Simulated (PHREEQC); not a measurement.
BaCl2 is added in steps, without added water, to 1 kg of water holding 0.12 mol/kgw NiCl2 and 0.0009 mol/kgw NaOH, at 85 °C. O2 is buffered at 0.21 atm. CO2 is held at log p = -2 (atm). Solids allowed: Witherite, Ni(OH)2, NiCO3, Halite, Nahcolite, Natron. Others were left out.

Base run: PHREEQC, ion-association model, wateq4f.dat. Each further column changes one thing. The table gives pH.

```json
[
 {"BaCl2 added (mol)": "0", "base": "5.82", "Davies equation for every ion": "5.82", "Debye-Hückel limiting law": "6.15", "all activity coefficients set to 1": "5.57"},
 {"BaCl2 added (mol)": "0.054", "base": "5.83", "Davies equation for every ion": "5.84", "Debye-Hückel limiting law": "6.26", "all activity coefficients set to 1": "5.62"},
 {"BaCl2 added (mol)": "0.099", "base": "5.84", "Davies equation for every ion": "5.84", "Debye-Hückel limiting law": "6.33", "all activity coefficients set to 1": "5.65"},
 {"BaCl2 added (mol)": "0.153", "base": "5.84", "Davies equation for every ion": "5.84", "Debye-Hückel limiting law": "6.39", "all activity coefficients set to 1": "5.68"},
 {"BaCl2 added (mol)": "0.207", "base": "5.84", "Davies equation for every ion": "5.84", "Debye-Hückel limiting law": "6.43", "all activity coefficients set to 1": "5.70"},
 {"BaCl2 added (mol)": "0.261", "base": "5.84", "Davies equation for every ion": "5.84", "Debye-Hückel limiting law": "6.45", "all activity coefficients set to 1": "5.71"},
 {"BaCl2 added (mol)": "0.306", "base": "5.84", "Davies equation for every ion": "5.83", "Debye-Hückel limiting law": "6.45", "all activity coefficients set to 1": "5.71"},
 {"BaCl2 added (mol)": "0.36", "base": "5.85", "Davies equation for every ion": "5.82", "Debye-Hückel limiting law": "6.45", "all activity coefficients set to 1": "5.70"}
]
```

The ionic strength passes 0.7 mol/kgw, the rough limit of the ion-association models, in part of: base; Davies equation for every ion; Debye-Hückel limiting law; all activity coefficients set to 1. At this temperature some constants are extrapolated from 25 °C, and those without enthalpy data are left unchanged.
